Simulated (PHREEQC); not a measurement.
Solution (25 °C): 60 mmol/kgw Cu(NO3)2, 1.4 mmol/kgw HBF4 and 0.088 mmol/kgw NaCl. Closed to the air; pH follows from the charge balance.

All values are PHREEQC results (ion-association model, wateq4f.dat), not measurements.

### Question
The ionic strength comes out as 0.181 mol/kgw. What activity coefficients do CuCl+, HF2-, NO3-, Cu+2, F- get?

### Answer
CuCl+ 0.73, HF2- 0.71, NO3- 0.70, Cu+2 0.34, F- 0.71.

This is a speciation only: nothing precipitates in the calculation. Species that the database lacks are ignored. Real BF4- forms and hydrolyses slowly; the run takes it at equilibrium.
